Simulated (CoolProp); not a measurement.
1000 sccm (0 °C, 1 atm) of nitrogen bubbles through liquid n-perfluorohexane at 311.9 K and leaves saturated at a total pressure of 0.15 MPa (ideal gas phase). Each further row changes one setting.

Model: reference Helmholtz-energy equation of state, Gao 2022, in CoolProp.

```json
[
 {"case": "as stated", "vapour pressure (kPa)": "51.9", "mole fraction of vapour": "0.346", "delivery (mg/min)": "___", "delivery (sccm)": "530", "change of delivery for a bath 1 K warmer (%)": "6.2"},
 {"case": "bath temperature 316.9 K", "vapour pressure (kPa)": "___", "mole fraction of vapour": "___", "delivery (mg/min)": "10900", "delivery (sccm)": "722", "change of delivery for a bath 1 K warmer (%)": "___"},
 {"case": "total pressure 0.3 MPa", "vapour pressure (kPa)": "51.9", "mole fraction of vapour": "0.173", "delivery (mg/min)": "3160", "delivery (sccm)": "209", "change of delivery for a bath 1 K warmer (%)": "4.8"}
]
```

Problem. What belongs in the gaps?

Solution. 
- as stated, delivery (mg/min): 7990
- bath temperature 316.9 K, vapour pressure (kPa): 62.9
- bath temperature 316.9 K, mole fraction of vapour: 0.419
- bath temperature 316.9 K, change of delivery for a bath 1 K warmer (%): 6.7
